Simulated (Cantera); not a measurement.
What does this Cantera script print?

```python
import numpy as np
import cantera as ct

gas_names = """
    I I2 Mg MgI MgI2 MgO Mg2 O O2 O3
""".split()
cond_names = """
    I2(cr) I2(L) Mg(cr) Mg(L) MgI2(s) MgI2(L) MgO(s) MgO(L)
""".split()


def load(file, names, dense=False):
    # The tables refer to 1 bar. Condensed volumes are neglected.
    table = {s.name: s for s in ct.Species.list_from_file(file)}
    out = []
    for n in names:
        d = dict(table[n].input_data)
        d["thermo"] = dict(d["thermo"], **{"reference-pressure": 1e5})
        if dense:
            d["equation-of-state"] = {"model": "constant-volume", "density": "1e6 g/cm^3"}
        out.append(ct.Species.from_dict(d))
    return out


gas = ct.Solution(thermo="ideal-gas", species=load("nasa_gas.yaml", gas_names))
cond = {s.name: ct.Solution(thermo="fixed-stoichiometry", species=[s], name=s.name)
        for s in load("nasa_condensed.yaml", cond_names, dense=True)}
atoms = {
    'MgO': {'Mg': 1, 'O': 1},
    'I2': {'I': 2},
}
top_T = {}  # K; cautious upper limits of use, not melting points


def equilibrate(T, P, feed):
    n = {}
    for name, mol in feed.items():
        for a, k in atoms[name].items():
            n[a] = n.get(a, 0.0) + k * mol
    gas.TPX = T, P, n
    mass = sum(n.values()) * gas.mean_molecular_weight
    gas.equilibrate("TP")
    valid = [c for c in cond.values() if c.min_temp <= T <= top_T.get(c.name, c.max_temp)]
    mix = ct.Mixture([(gas, mass / gas.mean_molecular_weight)] + [(c, 0.0) for c in valid])
    mix.T, mix.P = T, P
    mix.equilibrate("TP", solver="vcs", rtol=1e-11, max_steps=5000)
    return mix


results = []
feed = {'MgO': 1, 'I2': 0.012}  # mol
T = 1450  # K
P = 101325  # Pa
mix = equilibrate(T, P, feed)
results.append((T, P, feed, dict(zip(mix.species_names, mix.species_moles))))
print(gas.report(threshold=1e-06))
for i in range(1, mix.n_phases):
    print(f"{mix.phase(i).name:16s} {mix.phase_moles(i):12.5e} mol")
```

Result:

```
       temperature   1450 K
          pressure   1.0132e+05 Pa
           density   1.4791 kg/m^3
  mean mol. weight   175.99 kg/kmol
   phase of matter   gas

                          1 kg             1 kmol
                     ---------------   ---------------
          enthalpy        6.8884e+05        1.2123e+08  J
   internal energy        6.2034e+05        1.0917e+08  J
           entropy            1479.7        2.6041e+05  J/K
    Gibbs function       -1.4567e+06       -2.5637e+08  J
 heat capacity c_p            158.88             27961  J/K
 heat capacity c_v            111.63             19647  J/K

                      mass frac. Y      mole frac. X     chem. pot. / RT
                     ---------------   ---------------   ---------------
                 I           0.44215           0.61318           -15.333
                I2           0.55782           0.38679           -30.666
              MgI2        2.4001e-05        1.5188e-05           -68.353
                O2        1.3803e-06        7.5917e-06           -39.449
     [   +6 minor]        1.0501e-09        6.1378e-09

I2(L)             0.00000e+00 mol
Mg(L)             0.00000e+00 mol
MgI2(L)           0.00000e+00 mol
MgO(s)            1.00000e+00 mol
```

Method: chemical equilibrium by Gibbs-energy minimisation in Cantera with the NASA 1993 tables (ideal gas, pure condensed phases).
